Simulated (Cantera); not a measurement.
Charge: 1 mol Si₂Cl₆, 0.3 mol HCl, 40 mol N₂, at 100 Torr.

Cantera equilibrium calculation (NASA polynomials, part measured and part estimated; ideal gas, pure solids and liquids). Candidate condensed phases: NH₄Cl, Si, Si₃N₄; 28 gas species. The feed counts by its element totals alone. N₂ is the only nitrogen source here; it is nearly inert below about 1500 K, so the nitride shown seldom forms there in practice. Equilibrium is a limit: real reactors are often held back by kinetics, nucleation or transport.

### Question
What share of the Si ends up in condensed phases as a function of T (°C), at 752, 827, 902, 977, 1052, 1127, 1202, 1277, 1352?

### Answer
```json
[
 {"T (°C)": "752", "Si condensed (%)": "24.9", "as": "Si₃N₄(s)"},
 {"T (°C)": "827", "Si condensed (%)": "24.8", "as": "Si₃N₄(s)"},
 {"T (°C)": "902", "Si condensed (%)": "24.7", "as": "Si₃N₄(s)"},
 {"T (°C)": "977", "Si condensed (%)": "24.2", "as": "Si₃N₄(s)"},
 {"T (°C)": "1052", "Si condensed (%)": "23.0", "as": "Si₃N₄(s)"},
 {"T (°C)": "1127", "Si condensed (%)": "19.5", "as": "Si₃N₄(s)"},
 {"T (°C)": "1202", "Si condensed (%)": "11.6", "as": "Si₃N₄(s)"},
 {"T (°C)": "1277", "Si condensed (%)": "0.0", "as": "-"},
 {"T (°C)": "1352", "Si condensed (%)": "0.0", "as": "-"}
]
```
